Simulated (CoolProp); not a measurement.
Properties of propylene along the isobar 20.4 MPa.

The numbers come from the reference Helmholtz-energy equation of state, Lemmon 2013 in CoolProp.

```csv
T (K),phase,cp (kJ/(kg K)),expansivity (1/kK),fugacity coefficient
107.2,liquid,2.117,1.451,4.997e-8
155,liquid,2.042,1.470,9.143e-5
202.9,liquid,2.071,1.583,0.003364
250.7,liquid,2.186,1.786,0.02544
298.6,liquid,2.364,2.118,0.08860
346.4,liquid,2.586,2.643,0.1987
394.3,supercritical,2.837,3.430,0.3403
442.1,supercritical,3.049,4.253,0.4869
```
